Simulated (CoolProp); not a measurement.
Vapour-liquid equilibrium of R113 (1) + n-heptane (2) at 173.95 °C; x and y are mole fractions of (1).

The numbers come from the multi-fluid Helmholtz-energy mixture model, Marx 1992 and Span 2003; pair parameters Bell 2016 in CoolProp.

```json
[
 {"x": "0.05", "bubble pressure (bar)": "6.746", "y at the bubble point": "0.121", "dew pressure at overall composition x (bar)": "6.353", "liquid density (mol/L)": "5.343"},
 {"x": "0.2", "bubble pressure (bar)": "8.672", "y at the bubble point": "0.385", "dew pressure at overall composition x (bar)": "…", "liquid density (mol/L)": "5.430"},
 {"x": "0.35", "bubble pressure (bar)": "10.55", "y at the bubble point": "0.559", "dew pressure at overall composition x (bar)": "…", "liquid density (mol/L)": "5.513"},
 {"x": "0.5", "bubble pressure (bar)": "12.38", "y at the bubble point": "0.687", "dew pressure at overall composition x (bar)": "9.844", "liquid density (mol/L)": "…"},
 {"x": "0.65", "bubble pressure (bar)": "…", "y at the bubble point": "0.790", "dew pressure at overall composition x (bar)": "11.81", "liquid density (mol/L)": "…"},
 {"x": "0.8", "bubble pressure (bar)": "15.95", "y at the bubble point": "0.882", "dew pressure at overall composition x (bar)": "14.35", "liquid density (mol/L)": "…"},
 {"x": "0.95", "bubble pressure (bar)": "17.77", "y at the bubble point": "0.970", "dew pressure at overall composition x (bar)": "17.35", "liquid density (mol/L)": "5.826"}
]
```

**Question.** What belongs in the gaps?

**Answer.** 
- 0.2, dew pressure at overall composition x (bar): 7.235
- 0.35, dew pressure at overall composition x (bar): 8.364
- 0.5, liquid density (mol/L): 5.592
- 0.65, bubble pressure (bar): 14.16
- 0.65, liquid density (mol/L): 5.669
- 0.8, liquid density (mol/L): 5.745

No azeotrope shows between x = 0.05 and 0.95.

Pair parameters are fitted to limited data, so mixtures are less certain than the pure fluids.
